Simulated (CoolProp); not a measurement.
Values from CoolProp's reference Helmholtz-energy equation of state, Colonna 2008. It is a short technical equation, of lower accuracy than the large ones.

### Question
For dodecamethylcyclohexasiloxane (D6), give the phase and the density (kg/m³), speed of sound (m/s), Joule-Thomson coefficient (K/MPa), fugacity coefficient at 533.5 K and 1.89 MPa; 488.4 K and 0.0409 MPa.

### Answer
- 533.5 K and 1.89 MPa: liquid; density 702, speed of sound 326, Joule-Thomson coefficient 0.0268, fugacity coefficient 0.0853
- 488.4 K and 0.0409 MPa: gas; density 4.69, speed of sound 91.8, Joule-Thomson coefficient 18.9, fugacity coefficient 0.957
